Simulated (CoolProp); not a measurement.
The fluid at 293.15 K and 0.242 MPa flows at 1.8 m/s in a round tube of 25 mm bore and 15 µm roughness, fully developed (64/Re and Nu = 3.66 if laminar; Colebrook and Gnielinski if turbulent). The same conditions are run with several fluids, on thermodynamics alone (safety and materials aside).

Model: reference Helmholtz-energy equation of state of each fluid (methane: Setzmann 1991; C2F6 (R116): Lemmon 2006; R125: Lemmon 2005; propane: Lemmon 2009; CF4 (R14): Platzer 1990), in CoolProp. The equations of Platzer and Polt are older, rougher fits.

Problem. Rank methane, C2F6 (R116), R125, propane, CF4 (R14) by Reynolds number, highest first.

Solution. C2F6 (R116) (45700), R125 (43800), propane (25700), CF4 (R14) (23300), methane (6510)

| fluid | Darcy friction factor | pressure drop (Pa/m) | heat-transfer coefficient (W/(m² K)) | mass flow (kg/h) |
|---|---|---|---|---|
| methane | 0.0354 | 3.67 | 28.6 | 5.09 |
| C2F6 (R116) | 0.0232 | 21.2 | 63.6 | 44.8 |
| R125 | 0.0234 | 18.8 | 58.3 | 39.5 |
| propane | 0.0258 | 7.64 | 49.1 | 14.5 |
| CF4 (R14) | 0.0263 | 15.0 | 39.5 | 28.1 |

Transport values come from each fluid's own correlations; those of C2F6 (R116), CF4 (R14) are estimates that may be off by 10 % or more.
